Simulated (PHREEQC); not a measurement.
0.029 g of hydrous ferric oxide (600 m²/g; 0.2 weak and 0.005 strong sites per Fe, Dzombak-Morel constants, diffuse double layer) in 1 kg of water with 0.3 mol/kgw of an inert sodium salt, at 25 °C; the pH is set by adding NaOH or the inert anion's acid. O2 is buffered at 0.21 atm. CO2 from the air is kept out. Nothing may precipitate in this run.

Base run: PHREEQC, ion-association model, wateq4f.dat. Each further column changes one thing. The table gives surface charge σ (C/m²).

```
pH      base  background salt from 0.3 to 0.03 mol/kgw  oxide from 0.029 to 0.15 g/kgw  6.1e-05 mol/kgw Ag2SO4 added
----  ------  ----------------------------------------  ------------------------------  ----------------------------
4      0.349                                     0.270                           0.349                         0.263
4.75   0.296                                     0.184                           0.296                         0.239
5.5    0.210                                     0.111                           0.210                         0.188
6.25   0.129                                     0.060                           0.129                         0.123
7      0.066                                     0.028                           0.066                         0.065
7.75   0.020                                     0.008                           0.020                         0.019
8.5   -0.021                                    -0.008                          -0.021                        -0.021
9.25  -0.068                                    -0.029                          -0.068                        -0.059
10    -0.132                                    -0.062                          -0.132                        -0.086
```
